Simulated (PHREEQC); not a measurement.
Spent oxide etchant: an equilibrium model

Make-up at 25 °C: 0.15 mol NH4HF2, 0.0053 mol H2SiF6 and 0.038 mol H3BO3 per kg of water. Closed to the air; pH follows from the charge balance.

Computed with PHREEQC (ion-association model, phreeqc.dat).

This is a speciation only: nothing precipitates in the calculation.

### Question
What pH, ionic strength does the model give?

### Answer
pH 3.44; ionic strength 0.156 mol/kgw.

### Question
In which forms is F present?

### Answer
BF4- 45 %, F- 27 %, HF 10 %, SiF6-2 9.6 %, HF2- 7.2 % of the F.

Complexes and solids missing from the database can't appear. SiF6-2 is the database's only silicon fluoride. Real BF4- forms and hydrolyses slowly; the run takes it at equilibrium.
